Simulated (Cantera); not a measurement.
Input: 1 mol BN, 3.7 mol HCl, 38 mol N₂, 15 mol O₂, at 2023 K and 10.0 mbar.

Equilibrium computed with Cantera from the NASA thermochemical tables; the gas is ideal and each condensed phase is pure. Candidate condensed phases: B, BN, B₂O₃, B₃O₃H₃, H₂O, NH₄Cl; 49 gas species. The tables' values for BOCl are old estimates; treat these amounts as uncertain. Kinetics and transport are ignored.

Base state: N₂ 0.663, O₂ 0.230, Cl 0.0385, HCl 0.0254, H₂O 0.0121, HBO₂ 0.0117, NO 0.00783, O 0.00382 (mole fractions); condensed: gas only.

Task: What changes in the equilibrium state with this change: HCl from 3.7 to 2 mol?

Result: 
| species | before | after |
|---|---|---|
| N₂ | 0.663 | 0.686 |
| O₂ | 0.230 | 0.242 |
| Cl | 0.0385 | 0.0244 |
| HCl | 0.0254 | 0.0113 |
| H₂O | 0.0121 | 0.00611 |
| HBO₂ | 0.0117 | 0.0103 |
| Cl₂ | 2.29e-5 | 9.21e-6 |
| H₂ | 8.61e-5 | 4.25e-5 |
| ClO | 2.74e-5 | 1.78e-5 |
| B₂O₃ | 0.00123 | 0.00188 |
| H | 0.000176 | 0.000124 |
